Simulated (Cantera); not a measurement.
An isothermal, constant-pressure homogeneous reactor starts with H2 : O2 = 0.017 : 1 (molar parts), equivalence ratio 0.0085, at 925 K and 10.00 Torr.

Computed with Cantera and the H2/O2 subset of GRI-Mech 3.0, which has no nitrogen chemistry. Radical loss at walls, strong at low pressure, is not modelled. Below about 950 K walls govern HO2 and H2O2 in real vessels.

x: mole fraction; the columns are a selection and need not sum to one.

| t (s) | x H2 | x O2 | x O | x OH | x H2O2 |
|---|---|---|---|---|---|
| 0.000700 | 0.0167 | 0.983 | 1.04e-11 | 6.83e-12 | <1e-12 |
| 0.00146 | 0.0167 | 0.983 | 4.22e-11 | 2.22e-11 | <1e-12 |
| 0.00305 | 0.0167 | 0.983 | 2.72e-10 | 1.25e-10 | <1e-12 |
| 0.00637 | 0.0167 | 0.983 | 7.07e-9 | 3.14e-9 | <1e-12 |
| 0.0133 | 0.0167 | 0.983 | 5.39e-6 | 2.39e-6 | 2.00e-11 |
| 0.0277 | 0.00229 | 0.976 | 0.00515 | 0.000934 | [?] |
| 0.0579 | 0.000140 | 0.981 | 0.00227 | 0.000253 | [?] |
| 0.121 | 2.82e-5 | 0.982 | 0.000716 | 0.000109 | [?] |
| 0.252 | 7.06e-6 | 0.983 | 0.000200 | 5.41e-5 | [?] |
| 0.527 | 1.76e-6 | 0.983 | 5.17e-5 | 2.74e-5 | [?] |
| 1.10 | 4.25e-7 | 0.983 | 1.33e-5 | 1.40e-5 | [?] |
| 2.30 | 9.95e-8 | 0.983 | 3.60e-6 | 7.41e-6 | [?] |
| 4.79 | 2.35e-8 | 0.983 | 1.08e-6 | 4.09e-6 | [?] |
| 10.0 | 6.05e-9 | 0.983 | 3.65e-7 | 2.38e-6 | [?] |

Question: Complete the blanks.

Answer: 
- 0.0277, x H2O2: 1.60e-7
- 0.0579, x H2O2: 4.57e-8
- 0.121, x H2O2: 2.86e-8
- 0.252, x H2O2: 2.28e-8
- 0.527, x H2O2: 1.72e-8
- 1.10, x H2O2: 1.15e-8
- 2.30, x H2O2: 6.85e-9
- 4.79, x H2O2: 3.73e-9
- 10.0, x H2O2: 1.93e-9
